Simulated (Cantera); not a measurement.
Stirred combustor or abatement burner

A perfectly stirred reactor is fed with 4.95 % CH4, 4.21 % CO, 19.1 % O2, 71.8 % N2, equivalence ratio 0.63, at 1.00 bar; it is adiabatic with a 373 K inlet, and is followed from long to short residence time, starting on the burning branch (τ in s: 0.14, 0.051, 0.018, 0.0066, 0.0024, 0.00085, 0.0003, 0.00011, 3.9e-05).

Cantera simulation using GRI-Mech 3.0 (53 species, 325 reactions); the numbers are that mechanism's predictions, not measurements.

```tsv
τ (s)	T (K)	x CH4	x CO	x O2	x O	x NO
0.14	1829	5.71e-6	0.000575	0.0719	0.000175	3.78e-5
0.051	1822	1.09e-5	0.00108	0.0721	0.000321	2.90e-5
0.018	1808	2.11e-5	0.00209	0.0723	0.000609	2.21e-5
0.0066	1785	4.03e-5	0.00386	0.0730	0.00110	1.65e-5
0.0024	1746	8.05e-5	0.00697	0.0742	0.00190	1.27e-5
0.00085	1681	0.000182	0.0125	0.0769	0.00299	9.67e-6
0.00030	1568	0.000557	0.0241	0.0835	0.00357	5.18e-6
0.00011	373	0.0495	0.0421	0.191	<1e-12	<1e-12
3.9e-5	373	0.0495	0.0421	0.191	<1e-12	<1e-12
```
x: mole fraction; the columns are a selection and need not sum to one.
